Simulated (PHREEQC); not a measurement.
## Ultrapure water in contact with air or piping: an equilibrium model

A made-up water analysis in mmol/kgw, 10 °C, pH 6.98, pe 12.9:

```tsv
constituent	mmol/kgw
Na	0.000392
K	0.00017
Ca	0.000294
Mg	2.97e-05
Cl	0.000111
S(6)	0.000397
Alkalinity (meq/kgw)	0.000297
Pb	1.66e-05
Cu(2)	8.83e-07
```

Valence states are taken as typed.

Computed with PHREEQC (ion-association model, wateq4f.dat).

- ionic strength = 2.06e-6 mol/kgw
- charge-balance error = 1.6 %

```json
[
 {"species": "SO4-2", "molality": "3.97e-7", "activity": "3.94e-7", "log γ": "-0.003"},
 {"species": "Na+", "molality": "3.92e-7", "activity": "3.91e-7", "log γ": "-0.001"},
 {"species": "HCO3-", "molality": "3.70e-7", "activity": "3.69e-7", "log γ": "-0.001"},
 {"species": "Ca+2", "molality": "2.94e-7", "activity": "2.92e-7", "log γ": "-0.003"},
 {"species": "K+", "molality": "1.70e-7", "activity": "1.70e-7", "log γ": "-0.001"},
 {"species": "CO2", "molality": "1.12e-7", "activity": "1.12e-7", "log γ": "0.000"},
 {"species": "Cl-", "molality": "1.11e-7", "activity": "1.11e-7", "log γ": "-0.001"}
]
```

No solid was allowed to form. Constants without temperature data keep their 25 °C values here. The database's constant for dissolved Cu(OH)2 is higher than later reviews accept.
